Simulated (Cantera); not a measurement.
Feed: 1 mol KCl, 0.16 mol O2, 22 mol N2, equilibrated at 1300 °C and 0.540 bar.

Cantera equilibrium calculation (NASA polynomials, part measured and part estimated; ideal gas, pure solids and liquids). Candidate condensed phases: K, KCl, KO2, K2O, K2O2; 17 gas species. Equilibrium is a limit: real reactors are often held back by kinetics, nucleation or transport.

Base state: N2 0.951, KCl 0.0412, O2 0.00675, K2Cl2 0.001000, NO 0.000339 (mole fractions); condensed: gas only.

### Question
What changes in the equilibrium state with this change: temperature from 1300 °C to 1600 °C?

### Answer
```json
[
 {"species": "N2", "before": "0.951", "after": "0.949"},
 {"species": "KCl", "before": "0.0412", "after": "0.0429"},
 {"species": "O2", "before": "0.00675", "after": "0.00639"},
 {"species": "K2Cl2", "before": "0.001000", "after": "0.000121"},
 {"species": "O", "before": "1.17e-6", "after": "2.57e-5"},
 {"species": "K", "before": "5.89e-6", "after": "8.48e-5"},
 {"species": "Cl", "before": "5.95e-6", "after": "8.55e-5"}
]
```
